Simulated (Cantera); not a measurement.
Equilibrium for roasting and sulfation: FeS₂ + H₂S + H₂O

Charge: 1 mol FeS₂, 1.8 mol H₂S, 1.1 mol H₂O, equilibrated at 0.133 bar.

Cantera equilibrium calculation (NASA polynomials, part measured and part estimated; ideal gas, pure solids and liquids). Candidate condensed phases: Fe, FeO, Fe(OH)₂, Fe(OH)₃, FeS, FeSO₄, FeS₂, Fe₂O₃, Fe₂(SO₄)₃, Fe₃O₄, H₂O, H₂SO₄, S; 22 gas species. FeS: taken at fixed stoichiometry. Gases not in the tables: S₃ to S₇. The numbers say what is thermodynamically allowed, not how fast it happens.

```
T (K)   x H₂S  x H₂O      x H₂      x S₂      x SH  n FeS₂(s)  n FeS(s)  n FeS(l)
-----  ------  -----  --------  --------  --------  ---------  --------  --------
600     0.620  0.379  0.000599  0.000285  8.38e-10       1.00         0         0
700     0.617  0.379   0.00317   0.00156   3.86e-8       1.00         0         0
800     0.606  0.377    0.0112   0.00552   6.80e-7       1.00         0         0
900     0.558  0.345    0.0117    0.0845   9.49e-6      0.489     0.511         0
1000    0.501  0.316    0.0256     0.155   5.17e-5          0      1.00         0
1100    0.457  0.311    0.0597     0.170  0.000187          0      1.00         0
1200    0.393  0.303     0.110     0.192  0.000531          0      1.00         0
1300    0.319  0.293     0.169     0.216   0.00124          0      1.00         0
1400    0.247  0.282     0.226     0.239   0.00246          0      1.00         0
1500    0.186  0.272     0.276     0.258   0.00432          0         0     1.000
1600    0.138  0.262     0.315     0.271   0.00687          0         0     1.000
1700    0.103  0.252     0.346     0.279    0.0101          0         0     1.000
1800   0.0775  0.241     0.370     0.282    0.0141          0         0     1.000
```
x: gas mole fraction; n: condensed amount in mol.

From 600 K to 800 K the condensed part is FeS₂(s). At 900 K the condensed part is FeS(s) + FeS₂(s). From 1000 K to 1400 K the condensed part is FeS(s). From 1500 K to 1800 K the condensed part is FeS(l).
